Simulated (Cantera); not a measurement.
A closed system holds: 1 mol Ta(OEt)₅, 0.77 mol H₂O, 370 mol H₂, 9.2 mol O₂, equilibrated at 2350 °C and 7130 Torr.

These are equilibrium values from Cantera (NASA tables, ideal gas, pure condensed phases), not measurements of a reactor. Candidate condensed phases: C, C₆H₆, C₇H₈, C₈H₁₈, H₂O, Ta, TaC, Ta₂O₅; 113 gas species. The feed counts by its element totals alone. The numbers say what is thermodynamically allowed, not how fast it happens.

Base state: H₂ 0.932, H₂O 0.0293, CO 0.0251, H 0.0132, CO₂ 0.000121, TaO₂ 0.000112, OH 9.84e-5 (mole fractions); condensed: Ta₂O₅(l).

Q: What changes in the equilibrium state with this change: O₂ from 9.2 to 0.76 mol?

A: 
```csv
species,before,after
H₂,0.932,0.966
CO,0.0251,0.0185
H,0.0132,0.0134
H₂O,0.0293,9.21e-6
TaO₂,0.000112,<1e-9
C₂H₂ (acetylene),<1e-9,0.00193
CO₂,0.000121,2.71e-8
OH,9.84e-5,3.04e-8
"Ta₂O₅(l), mol",0.476,0
"TaC(s), mol",0,1.00
```
TaC: taken at fixed stoichiometry. Condensed phases not in the tables: Ta₂C.

Q: What changes in the equilibrium state with this change: temperature from 2350 °C to 1800 °C?

A: 
```csv
species,before,after
H₂,0.932,0.944
H₂O,0.0293,0.0295
CO,0.0251,0.0253
H,0.0132,0.000830
TaO₂,0.000112,1.04e-7
OH,9.84e-5,2.95e-6
CO₂,0.000121,0.000163
"Ta₂O₅(l), mol",0.476,0.500
```

Q: What changes in the equilibrium state with this change: O₂ from 9.2 to 0.078 mol?

A: 
```json
[
 {"species": "H₂", "before": "0.932", "after": "0.967"},
 {"species": "CO", "before": "0.0251", "after": "0.0151"},
 {"species": "H", "before": "0.0132", "after": "0.0134"},
 {"species": "H₂O", "before": "0.0293", "after": "5.54e-6"},
 {"species": "TaO₂", "before": "0.000112", "after": "<1e-9"},
 {"species": "C₂H₂ (acetylene)", "before": "<1e-9", "after": "0.00357"},
 {"species": "C₂H₄", "before": "<1e-9", "after": "1.58e-5"},
 {"species": "CO₂", "before": "0.000121", "after": "1.33e-8"},
 {"species": "OH", "before": "9.84e-5", "after": "1.82e-8"},
 {"species": "CH₄", "before": "1.42e-7", "after": "0.000504"},
 {"species": "Ta₂O₅(l), mol", "before": "0.476", "after": "0"},
 {"species": "TaC(s), mol", "before": "0", "after": "1.00"}
]
```
TaC: taken at fixed stoichiometry. Condensed phases not in the tables: Ta₂C.
